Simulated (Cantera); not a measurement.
A freely propagating, adiabatic, planar premixed flame of CH4 : O2 : N2 = 0.78 : 2.22 : 8.36 (molar parts), equivalence ratio 0.70, unburnt at 300 K and 0.400 bar; mixture-averaged transport, grid criteria slope 0.08 and curve 0.16, no radiation.

Cantera simulation using GRI-Mech 3.0 (53 species, 325 reactions); the numbers are that mechanism's predictions, not measurements. Burning velocities carry a grid error of a few per cent, more on coarse grids.

x: mole fraction of selected species; z is measured from the peak of heat release.

```json
[
 {"z (mm)": "-3.75", "T (K)": "300", "u (m/s)": "0.288", "x CH4": "0.0686", "x O2": "0.195", "x H2O": "1.34e-5", "x CH3": "<1e-8", "x C2H2": "<1e-8", "x CO": "1.27e-6"},
 {"z (mm)": "-2.50", "T (K)": "302", "u (m/s)": "0.289", "x CH4": "0.0685", "x O2": "0.195", "x H2O": "0.000201", "x CH3": "<1e-8", "x C2H2": "<1e-8", "x CO": "2.22e-5"},
 {"z (mm)": "-1.88", "T (K)": "308", "u (m/s)": "0.295", "x CH4": "0.0681", "x O2": "0.195", "x H2O": "0.000919", "x CH3": "3.54e-8", "x C2H2": "<1e-8", "x CO": "0.000110"},
 {"z (mm)": "-1.25", "T (K)": "365", "u (m/s)": "0.351", "x CH4": "0.0649", "x O2": "0.191", "x H2O": "0.00766", "x CH3": "4.82e-7", "x C2H2": "?", "x CO": "0.00113"},
 {"z (mm)": "-0.626", "T (K)": "741", "u (m/s)": "0.720", "x CH4": "0.0453", "x O2": "0.162", "x H2O": "0.0461", "x CH3": "7.38e-5", "x C2H2": "?", "x CO": "0.00958"},
 {"z (mm)": "-0.313", "T (K)": "1102", "u (m/s)": "1.08", "x CH4": "0.0252", "x O2": "0.129", "x H2O": "0.0802", "x CH3": "0.000522", "x C2H2": "?", "x CO": "0.0195"},
 {"z (mm)": "0", "T (K)": "1437", "u (m/s)": "1.41", "x CH4": "0.00594", "x O2": "0.0918", "x H2O": "0.112", "x CH3": "0.000575", "x C2H2": "?", "x CO": "0.0278"},
 {"z (mm)": "0.313", "T (K)": "1571", "u (m/s)": "1.53", "x CH4": "0.000396", "x O2": "0.0723", "x H2O": "0.124", "x CH3": "5.09e-5", "x C2H2": "?", "x CO": "0.0229"},
 {"z (mm)": "0.626", "T (K)": "1618", "u (m/s)": "1.57", "x CH4": "1.35e-5", "x O2": "0.0661", "x H2O": "0.126", "x CH3": "1.92e-6", "x C2H2": "<1e-8", "x CO": "0.0155"},
 {"z (mm)": "1.25", "T (K)": "1675", "u (m/s)": "1.62", "x CH4": "2.51e-8", "x O2": "0.0623", "x H2O": "0.128", "x CH3": "<1e-8", "x C2H2": "<1e-8", "x CO": "0.00838"},
 {"z (mm)": "2.50", "T (K)": "1738", "u (m/s)": "1.68", "x CH4": "<1e-8", "x O2": "0.0600", "x H2O": "0.130", "x CH3": "<1e-8", "x C2H2": "<1e-8", "x CO": "0.00461"},
 {"z (mm)": "5.00", "T (K)": "1791", "u (m/s)": "1.72", "x CH4": "<1e-8", "x O2": "0.0588", "x H2O": "0.133", "x CH3": "<1e-8", "x C2H2": "<1e-8", "x CO": "0.00255"},
 {"z (mm)": "10.0", "T (K)": "1823", "u (m/s)": "1.75", "x CH4": "<1e-8", "x O2": "0.0583", "x H2O": "0.135", "x CH3": "<1e-8", "x C2H2": "<1e-8", "x CO": "0.00115"}
]
```

Task: Complete the blanks.

Result: 
- -1.25, x C2H2: 1.13e-7
- -0.626, x C2H2: 1.49e-6
- -0.313, x C2H2: 3.79e-6
- 0, x C2H2: 6.00e-6
- 0.313, x C2H2: 5.78e-7
